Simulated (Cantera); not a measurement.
Cantera run:

```python
import numpy as np
import cantera as ct

gas_names = """
    AL ALBr ALBr3 ALH ALN AL2 AL2Br6 Br Br2 H HBr H2 N NH NH2 NH3 N2 N2H2 N2H4
""".split()
cond_names = """
    AL(cr) AL(L) ALBr3(s) ALBr3(L) ALN(s) Br2(cr) Br2(L)
""".split()


# ... load() reads the species with a 1 bar reference pressure and builds the phases ...
atoms = {
    'Al': {'AL': 1},
    'HBr': {'H': 1, 'Br': 1},
    'N2': {'N': 2},
}
top_T = {'ALN(s)': 2750}  # K; cautious upper limits of use, not melting points


# ... equilibrate(T, P, feed) seeds the gas with the atoms and calls Mixture.equilibrate('TP', solver="vcs", rtol=1e-11, max_steps=5000) ...
results = []
feed = {'Al': 1, 'HBr': 1.6, 'N2': 1}  # mol
P = 1333.22  # Pa
for T in [998, 1048, 1098, 1148, 1198, 1248, 1298, 1348, 1398, 1448]:
    mix = equilibrate(T, P, feed)
    results.append((T, P, feed, dict(zip(mix.species_names, mix.species_moles))))

top = {s: max(r[3][s] / sum(r[3][g] for g in gas_names) for r in results) for s in gas_names}
cols = sorted((s for s in top if top[s] > 1e-06), key=lambda s: -top[s])[:6]
seen = [c for c in cond_names if any(r[3].get(c, 0) > 1e-12 for r in results)]
print("log10 of partial pressures in bar; condensed amounts in mol")
print(f"{'T/K':>10s}" + "".join(f"{s[:9]:>10s}" for s in cols + seen))
for T, P, feed, n in results:
    ng = sum(n[g] for g in gas_names)
    print(f"{T:10.4g}" + "".join(f"{np.log10(max(n[s] / ng * P / 1e5, 1e-99)):10.3f}" for s in cols)
          + "".join(f"{n.get(c, 0):10.4g}" for c in seen))
```

It prints:

```
log10 of partial pressures in bar; condensed amounts in mol
       T/K        N2        H2     ALBr3       HBr      ALBr        Br    ALN(s)
       998    -2.345    -2.395    -2.571    -2.677   -10.246    -6.910     0.577
      1048    -2.344    -2.391    -2.567    -2.692    -9.350    -6.547    0.5735
      1098    -2.343    -2.388    -2.564    -2.705    -8.536    -6.216    0.5703
      1148    -2.342    -2.385    -2.561    -2.717    -7.794    -5.913    0.5676
      1198    -2.342    -2.383    -2.559    -2.727    -7.116    -5.635    0.5651
      1248    -2.341    -2.381    -2.557    -2.737    -6.493    -5.379     0.563
      1298    -2.340    -2.379    -2.555    -2.747    -5.919    -5.142     0.561
      1348    -2.340    -2.377    -2.554    -2.755    -5.388    -4.923    0.5591
      1398    -2.340    -2.376    -2.554    -2.764    -4.897    -4.719    0.5569
      1448    -2.340    -2.375    -2.555    -2.772    -4.440    -4.529    0.5535
```

These are equilibrium values from Cantera (NASA tables, ideal gas, pure condensed phases), not measurements of a reactor.
